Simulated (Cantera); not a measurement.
# FeS2 + O2 + CO2 (roasting and sulfation)

A closed system holds: 1 mol FeS2, 1.8 mol O2, 0.28 mol CO2, held at 1648.15 K and 0.220 bar.

These are equilibrium values from Cantera (NASA tables, ideal gas, pure condensed phases), not measurements of a reactor. Candidate condensed phases: C, Fe, Fe(CO)5, FeO, FeS, FeSO4, FeS2, Fe2O3, Fe2(SO4)3, Fe3O4, S; 25 gas species. The tables' stoichiometric FeO is somewhat more stable than real wüstite, so its field is too wide. FeO: taken at fixed stoichiometry. Kinetics and transport are ignored.

```
Property                                   Result
--------------------------------------  ---------
x(SO2)                                      0.671
x(S2)                                       0.162
x(CO2)                                      0.112
x(CO)                                      0.0311
x(SO)                                      0.0156
x(S2O)                                    0.00697
x(COS)                                   0.000379
x(S)                                     0.000167
x(SO3)                                    1.68e-6
n(FeO(s))                               1.000 mol
gas amount                              1.949 mol
log10 activity of Fe(γ) (absent)            -1.39
log10 activity of S(l) (absent)             -2.07
log10 activity of C(graphite) (absent)      -6.41
```
